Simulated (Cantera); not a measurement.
Input: 1 mol CH3Cl, 0.093 mol H2, held at 3523 K and 135 Torr.

Cantera equilibrium calculation (NASA polynomials, part measured and part estimated; ideal gas, pure solids and liquids). Candidate condensed phases: C, C6H6, C7H8, C8H18; 91 gas species. The tables' values for CCl are old estimates; treat these amounts as uncertain. Equilibrium is a limit: real reactors are often held back by kinetics, nucleation or transport.

Base state: H 0.505, Cl 0.197, H2 0.119, HCl 0.0700, C3 0.0557, C2H 0.0160, C 0.0128, C2H2 (acetylene) 0.0116 (mole fractions); condensed: gas only.

Task: What changes in the equilibrium state with this change: H2 from 0.093 to 1.4 mol?

Result: 
```csv
species,before,after
H,0.505,0.591
H2,0.119,0.162
Cl,0.197,0.122
C3,0.0557,0.0317
HCl,0.0700,0.0506
C2H,0.0160,0.0128
C,0.0128,0.0106
C2H2 (acetylene),0.0116,0.0109
Cl2,1.66e-5,6.34e-6
C5,0.00171,0.000668
C6H2,2.10e-5,9.29e-6
C4,0.000449,0.000212
```

Task: What changes in the equilibrium state with this change: temperature from 3523 K to 3050 K?

Result: 
```csv
species,before,after
H2,0.119,0.334
HCl,0.0700,0.255
H,0.505,0.250
C,0.0128,0.000450
C3,0.0557,0.00293
C2H,0.0160,0.00331
C2H2 (acetylene),0.0116,0.0239
Cl,0.197,0.130
C4,0.000449,1.14e-5
C2,0.00950,0.000300
C5,0.00171,6.22e-5
CH,0.000403,4.56e-5
"C(graphite), mol",0,0.821
```
